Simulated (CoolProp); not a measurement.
Benzene at 475.17 K and 2.4 MPa flows at 1.9 m/s in a round tube of 1 mm bore and 45 µm roughness, fully developed (64/Re and Nu = 3.66 if laminar; Colebrook and Gnielinski if turbulent). Each further row changes one setting.

Computed with CoolProp (reference Helmholtz-energy equation of state, Thol 2012).

```
case              Reynolds number  Darcy friction factor  pressure drop (Pa/m)  heat-transfer coefficient (W/(m² K))  mass flow (kg/h)
----------------  ---------------  ---------------------  --------------------  ------------------------------------  ----------------
as stated                   10700                 0.0704                 83700                                 10100              3.54
velocity 3.8 m/s            21300                 0.0693                330000                                 21000              7.08
diameter 2 mm               21300                 0.0526                 31200                                  8610              14.2
```

Viscosity comes from a separate model (Avgeri 2014). Thermal conductivity comes from a separate model (Assael 2012).
